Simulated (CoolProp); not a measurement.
Nitrous oxide along the isobar 31.2 bar: density (kg/m³) from the reference equation and from simpler models built on Tc = 36.4 °C, pc = 72.45 bar, ω = 0.161; each cubic takes its own stable root.

Values from CoolProp's reference Helmholtz-energy equation of state, Lemmon 2006. It is a short technical equation, of lower accuracy than the large ones.

```tsv
T (°C)	phase	reference
-74.65	liquid	1194
-63.55	liquid	1160
-52.45	liquid	1124
-41.35	liquid	1086
-30.25	liquid	1045
-19.15	liquid	1000
-8.05	liquid	949.6
3.05	gas	82.27
14.15	gas	74.39
25.25	gas	68.63
```

Question: How far does each simpler model (Redlich-Kwong, Peng-Robinson) lie from the reference over these 10 states: mean and median of the absolute difference, and the worst?

Answer: 
- Redlich-Kwong: mean 7.8 %, median 9.0 %, worst -13.6 % at -8.05 °C and 31.2 bar
- Peng-Robinson: mean 3.1 %, median 3.4 %, worst +5.1 % at -74.65 °C and 31.2 bar
